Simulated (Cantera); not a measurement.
A closed system holds: 1 mol FeS, 17 mol H₂, 0.79 mol H₂O, at 1498.15 K and 29.0 Pa.

Method: chemical equilibrium by Gibbs-energy minimisation in Cantera with the NASA 1993 tables (ideal gas, pure condensed phases). Candidate condensed phases: Fe, FeO, Fe(OH)₂, Fe(OH)₃, FeS, FeSO₄, FeS₂, Fe₂O₃, Fe₂(SO₄)₃, Fe₃O₄, H₂O, H₂SO₄, S; 22 gas species. Kinetics and transport are ignored.

Base state: H₂ 0.922, H₂O 0.0431, S₂ 0.0218, H₂S 0.00849, SH 0.00228, H 0.000971, Fe 0.000497, S 0.000345 (mole fractions); condensed: Fe(γ).

Problem. What changes in the equilibrium state with this change: FeS replaced by Cr₂O₃?

Solution. 
```json
[
 {"species": "H₂", "before": "0.922", "after": "0.955"},
 {"species": "H₂O", "before": "0.0431", "after": "0.0444"},
 {"species": "H", "before": "0.000971", "after": "0.000988"},
 {"species": "S₂", "before": "0.0218", "after": "0"},
 {"species": "H₂S", "before": "0.00849", "after": "0"},
 {"species": "Fe", "before": "0.000497", "after": "0"},
 {"species": "SH", "before": "0.00228", "after": "0"},
 {"species": "S", "before": "0.000345", "after": "0"},
 {"species": "Fe(γ), mol", "before": "0.991", "after": "0"},
 {"species": "Cr₂O₃(s), mol", "before": "0", "after": "1.000"}
]
```
Further candidate phases: Cr, Cr₂O₃.
